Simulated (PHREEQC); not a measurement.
A column of 0.2 m (40 cells, dispersivity 0.016 m, 720 s a shift, diffusion coefficient 3e-10 m²/s) holds 0.11 eq of the database's cation exchanger X per kg of pore water, first in equilibrium with 0.011 mol NaCl and 1e-05 mol HCl per kg of water. It is flushed with 5.3 mmol/kgw NH4Cl, 0.58 mmol/kgw LiCl, 84 mmol/kgw CaCl2 and 0.01 mmol/kgw HCl, at 15 °C. Values are for the last cell. The system is closed to CO2. Nothing may precipitate in this run.

The series has 33 steps of pore volumes, from 0 to 4.013.

Model: ion-association model, phreeqc.dat, run in PHREEQC.

Q: After how many pore volumes does Ca at the outlet first reach half of its feed value?

A: By 1.6 pore volumes.

Q: After how many pore volumes does NH4 at the outlet first reach half of its feed value?

A: By 1.5 pore volumes.

Q: After how many pore volumes does Li at the outlet first reach half of its feed value?

A: By 1.1 pore volumes.

Complexes and solids missing from the database can't appear.
